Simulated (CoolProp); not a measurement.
Vapour-liquid equilibrium of m-xylene (1) + n-nonane (2) at 0.17 MPa; x and y are mole fractions of (1).

Model: multi-fluid Helmholtz-energy mixture model, Zhou 2012 and Lemmon 2006; pair parameters Bell 2016, in CoolProp.

Task: Give the bubble temperature and the first vapour's composition at x = 0.05, 0.5, 0.725. Is there an azeotrope?

Result: x = 0.05: 170.0 °C, y = 0.078; x = 0.5: 162.0 °C, y = 0.569; x = 0.725: 160.2 °C, y = 0.754. No azeotrope shows between x = 0.05 and 0.95.

The pair parameters rest on a limited set of measurements; away from them the model extrapolates.
